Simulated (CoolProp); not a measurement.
Vapour-liquid equilibrium of toluene (1) + ethylbenzene (2) at 17.2 bar; x and y are mole fractions of (1).

Model: multi-fluid Helmholtz-energy mixture model, Lemmon 2006 and Zhou 2012; pair parameters Bell 2016, in CoolProp.

```tsv
x	bubble temperature (K)	y at the bubble point	dew temperature at overall composition x (K)	liquid density (mol/L)
0.05	556.9	0.065	557.4	5.428
0.125	___	0.159	555.1	5.507
0.2	551.4	0.249	___	5.587
0.275	548.8	0.334	550.6	5.667
0.35	546.3	0.416	548.4	___
0.425	543.8	0.495	546.1	5.829
0.5	541.4	___	543.7	5.911
0.575	538.9	0.645	541.3	___
0.65	536.5	0.715	538.8	6.078
0.725	534.1	0.782	536.2	6.163
0.8	531.6	0.846	533.4	6.247
0.875	529.2	0.907	530.5	6.332
0.95	526.7	0.964	527.4	6.417
```

Q: Some entries are withheld; supply them.

A: 
- 0.125, bubble temperature (K): 554.1
- 0.2, dew temperature at overall composition x (K): 552.9
- 0.35, liquid density (mol/L): 5.747
- 0.5, y at the bubble point: 0.571
- 0.575, liquid density (mol/L): 5.994

No azeotrope shows between x = 0.05 and 0.95.

Pair parameters are fitted to limited data, so mixtures are less certain than the pure fluids.
